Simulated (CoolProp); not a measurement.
Vapour-liquid equilibrium of propane (1) + c-C4F8 (RC318) (2) at -13.65 °C; x and y are mole fractions of (1).

Values from CoolProp's multi-fluid Helmholtz-energy mixture model, Lemmon 2009 and Platzer 1990; pair parameters Bell 2016. This equation is an older, rougher fit; its heat capacities, sound speeds and derivatives of the liquid may be far off and weren't checked against measurements.

### Question
Give the bubble pressure and the first vapour's composition at x = 0.15, 0.25, 0.45. Is there an azeotrope?

### Answer
x = 0.15: 1.786 bar, y = 0.630; x = 0.25: 2.234 bar, y = 0.723; x = 0.45: 2.690 bar, y = 0.796. No azeotrope shows between x = 0.05 and 0.95.

Pair parameters are fitted to limited data, so mixtures are less certain than the pure fluids. With so large a gap from Raoult's law the liquid may split in two, which this calculation doesn't test in full.
